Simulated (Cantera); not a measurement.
## Equilibrium for aluminium nitride and oxide growth: Al(CH3)3 + N2

A closed system holds: 1 mol Al(CH3)3, 99 mol N2, equilibrated at 1.33 mbar.

Equilibrium computed with Cantera from the NASA thermochemical tables; the gas is ideal and each condensed phase is pure. Candidate condensed phases: Al, AlN, C, C6H6, C7H8, C8H18; 97 gas species. The feed counts by its element totals alone. The numbers say what is thermodynamically allowed, not how fast it happens.

| T (K) | x N2 | x H2 | x Al | x H | n AlN(s) | n C(graphite) |
|---|---|---|---|---|---|---|
| 673 | 0.956 | 0.0436 | <1e-12 | <1e-12 | 1.00 | 3.00 |
| 773 | 0.956 | 0.0437 | <1e-12 | 5.19e-12 | 1.00 | 3.00 |
| 873 | 0.956 | 0.0437 | <1e-12 | 2.68e-10 | 1.00 | 3.00 |
| 973 | 0.956 | 0.0437 | <1e-12 | 6.19e-9 | 1.00 | 3.00 |
| 1073 | 0.956 | 0.0437 | <1e-12 | 8.02e-8 | 1.00 | 3.00 |
| 1173 | 0.956 | 0.0437 | <1e-12 | 6.75e-7 | 1.00 | 3.00 |
| 1273 | 0.956 | 0.0437 | 1.41e-10 | 4.08e-6 | 1.00 | 3.00 |
| 1373 | 0.956 | 0.0436 | 1.15e-8 | 1.91e-5 | 1.000 | 2.99 |
| 1473 | 0.956 | 0.0436 | 5.09e-7 | 7.23e-5 | 1.000 | 2.98 |
| 1573 | 0.956 | 0.0434 | 1.39e-5 | 0.000232 | 0.999 | 2.96 |
| 1673 | 0.955 | 0.0430 | 0.000253 | 0.000647 | 0.974 | 2.93 |
| 1773 | 0.952 | 0.0421 | 0.00332 | 0.00160 | 0.655 | 2.88 |
| 1873 | 0.945 | 0.0403 | 0.00953 | 0.00355 | 0 | 2.81 |
| 1973 | 0.943 | 0.0380 | 0.00951 | 0.00720 | 0 | 2.72 |
x: gas mole fraction; n: condensed amount in mol.

From 673 K to 1773 K the condensed part is AlN(s) + C(graphite). From 1873 K to 1973 K the condensed part is C(graphite).
